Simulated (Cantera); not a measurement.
Input: 1 mol NH3, 0.26 mol H2O, 0.13 mol H2, 0.015 mol SO2, at 6.70 bar.

Method: chemical equilibrium by Gibbs-energy minimisation in Cantera with the NASA 1993 tables (ideal gas, pure condensed phases). Candidate condensed phases: H2O, H2SO4, S; 60 gas species. Ions and electrons are included (thermal ionisation). Equilibrium is a limit: real reactors are often held back by kinetics, nucleation or transport. All values below are at 4250 K.

Base state: H 0.488, H2 0.277, N2 0.146, OH 0.0278, O 0.0272, H2O 0.0245, NO 0.00389, S 0.00287 (mole fractions); condensed: gas only.

Problem. What changes in the equilibrium state with this change: H2O from 0.26 to 0.37 mol?

Solution. 
```tsv
species	before	after
H	0.488	0.481
H2	0.277	0.268
N2	0.146	0.137
O	0.0272	0.0357
OH	0.0278	0.0360
H2O	0.0245	0.0312
O2	0.000898	0.00155
SO2	2.22e-5	3.45e-5
NO	0.00389	0.00495
SO	0.000633	0.000750
SN	1.45e-5	1.26e-5
```

Problem. What changes in the equilibrium state with this change: pressure from 6.70 bar to 0.00120 bar?

Solution. 
| species | before | after |
|---|---|---|
| H | 0.488 | 0.809 |
| N2 | 0.146 | 0.0890 |
| O | 0.0272 | 0.0620 |
| H2 | 0.277 | 0.000136 |
| H2O | 0.0245 | 4.94e-9 |
| OH | 0.0278 | 1.89e-5 |
| N | 0.000618 | 0.0361 |
| H2S | 5.25e-5 | <1e-9 |
| SO2 | 2.22e-5 | <1e-9 |
| NH2 | 1.20e-5 | <1e-9 |
| SH | 0.000838 | 2.77e-7 |
